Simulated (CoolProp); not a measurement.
Model: reference Helmholtz-energy equation of state, Outcalt 1996, in CoolProp. It is a modified Benedict-Webb-Rubin equation, recast in Helmholtz form.

**Question.** For R152A, give the phase and the density (kg/m³), isothermal compressibility (1/MPa), viscosity (µPa s), conductivity (mW/(m K)) at 164.75 °C and 14800 kPa; 226.85 °C and 14800 kPa.

**Answer.** 
- 164.75 °C and 14800 kPa: supercritical; density 565, isothermal compressibility 0.0329, viscosity 57.0, conductivity 67.7
- 226.85 °C and 14800 kPa: supercritical; density 367, isothermal compressibility 0.0703, viscosity 34.9, conductivity 57.2

Viscosity comes from a separate model (Bell 2016), an estimate that may be off by 10 % or more. Thermal conductivity comes from a separate model (Krauss 1996).
